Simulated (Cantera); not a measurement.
An adiabatic, constant-volume homogeneous reactor starts with CH4 : C2H6 : O2 : N2 : H2O = 1 : 0.031 : 2.29 : 8.62 : 0.33 (molar parts), at 1373 K and 25000 Pa. Integrator tolerance rtol = 1e-08.

Cantera simulation using GRI-Mech 3.0 (53 species, 325 reactions); the numbers are that mechanism's predictions, not measurements.

Q: What does this change do: initial temperature 1373 to 998 K?

A: 
| quantity | before | after |
|---|---|---|
| time of steepest temperature rise | 5.28 ms | not reached |
| temperature at 1.00 s | 2699 K | 1010 K |
| equilibrium temperature | 2699 K | 2609 K |
| x(CH4) at 1.00 s | <1e-12 (gas-phase equilibrium <1e-12) | 0.0800 (gas-phase equilibrium <1e-12) |
| x(C2H6) at 1.00 s | <1e-12 (gas-phase equilibrium <1e-12) | 0.00238 (gas-phase equilibrium <1e-12) |
| x(O2) at 1.00 s | 0.0289 (gas-phase equilibrium 0.0289) | 0.185 (gas-phase equilibrium 0.0250) |
| x(H2O) at 1.00 s | 0.153 (gas-phase equilibrium 0.153) | 0.0283 (gas-phase equilibrium 0.167) |
| x(C2H) at 1.00 s | <1e-12 (gas-phase equilibrium <1e-12) | <1e-12 (gas-phase equilibrium <1e-12) |
| x(H2) at 1.00 s | 0.0183 (gas-phase equilibrium 0.0183) | 0.000387 (gas-phase equilibrium 0.0128) |
| x(CO2) at 1.00 s | 0.0457 (gas-phase equilibrium 0.0457) | 1.23e-6 (gas-phase equilibrium 0.0560) |
Below about 1000 K GRI-Mech 3.0 lacks low-temperature oxidation paths.
